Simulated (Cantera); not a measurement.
What does this Cantera script print?

```python
import numpy as np
import cantera as ct

gas_names = [...]  # 113 gases of nasa_gas.yaml made of C, F, H, Si
cond_names = """
    C(gr) C6H6(L) C7H8(L) C8H18(L),n-octa Si(cr) Si(L) SiC(b)
""".split()


# ... load() reads the species with a 1 bar reference pressure and builds the phases ...
atoms = {
    'CHF3': {'C': 1, 'H': 1, 'F': 3},
    'Si': {'Si': 1},
    'H2': {'H': 2},
    'CH4': {'C': 1, 'H': 4},
}
top_T = {'C(gr)': 4500, 'SiC(b)': 3050}  # K; cautious upper limits of use, not melting points


# ... equilibrate(T, P, feed) seeds the gas with the atoms and calls Mixture.equilibrate('TP', solver="vcs", rtol=1e-11, max_steps=5000) ...
results = []
feed = {'CHF3': 1, 'Si': 0.12, 'H2': 0.088, 'CH4': 0.069}  # mol
P = 100000  # Pa
for T in [748, 848, 948, 1048, 1148, 1248, 1348, 1448, 1548, 1648, 1748, 1848, 1948, 2048]:
    mix = equilibrate(T, P, feed)
    results.append((T, P, feed, dict(zip(mix.species_names, mix.species_moles))))

top = {s: max(r[3][s] / sum(r[3][g] for g in gas_names) for r in results) for s in gas_names}
cols = sorted((s for s in top if top[s] > 1e-06), key=lambda s: -top[s])[:8]
seen = [c for c in cond_names if any(r[3].get(c, 0) > 1e-12 for r in results)]
print("log10 of partial pressures in bar; condensed amounts in mol")
print(f"{'T/K':>10s}" + "".join(f"{s[:9]:>10s}" for s in cols + seen))
for T, P, feed, n in results:
    ng = sum(n[g] for g in gas_names)
    print(f"{T:10.4g}" + "".join(f"{np.log10(max(n[s] / ng * P / 1e5, 1e-99)):10.3f}" for s in cols)
          + "".join(f"{n.get(c, 0):10.4g}" for c in seen))
```

Result:

```
log10 of partial pressures in bar; condensed amounts in mol
       T/K        HF       CF4      SiF4       CF2         F       CF3      H2F2      CHF3     C(gr)
       748    -0.103    -0.838    -1.185   -14.674   -16.972   -13.125    -4.092    -6.370     0.802
       848    -0.103    -0.838    -1.185   -12.337   -14.375   -11.239    -4.336    -6.019     0.802
       948    -0.103    -0.838    -1.185   -10.496   -12.325    -9.753    -4.527    -5.744     0.802
      1048    -0.103    -0.838    -1.185    -9.010   -10.664    -8.551    -4.679    -5.520     0.802
      1148    -0.103    -0.838    -1.185    -7.785    -9.292    -7.561    -4.803    -5.336     0.802
      1248    -0.103    -0.838    -1.185    -6.759    -8.139    -6.730    -4.906    -5.180     0.802
      1348    -0.103    -0.838    -1.185    -5.887    -7.157    -6.024    -4.991    -5.047     0.802
      1448    -0.103    -0.838    -1.185    -5.138    -6.310    -5.416    -5.064    -4.932     0.802
      1548    -0.103    -0.838    -1.185    -4.487    -5.573    -4.887    -5.125    -4.831     0.802
      1648    -0.103    -0.838    -1.185    -3.917    -4.924    -4.424    -5.178    -4.742    0.8019
      1748    -0.103    -0.839    -1.186    -3.413    -4.350    -4.015    -5.223    -4.663    0.8016
      1848    -0.103    -0.841    -1.186    -2.966    -3.838    -3.651    -5.263    -4.592    0.8009
      1948    -0.103    -0.844    -1.186    -2.567    -3.379    -3.327    -5.299    -4.530    0.7994
      2048    -0.104    -0.852    -1.187    -2.210    -2.966    -3.039    -5.331    -4.476    0.7963
```

Method: chemical equilibrium by Gibbs-energy minimisation in Cantera with the NASA 1993 tables (ideal gas, pure condensed phases). Condensed phases not in the tables: fluorocarbon polymer. Gases not in the tables: C2F6 and larger saturated fluorocarbons.
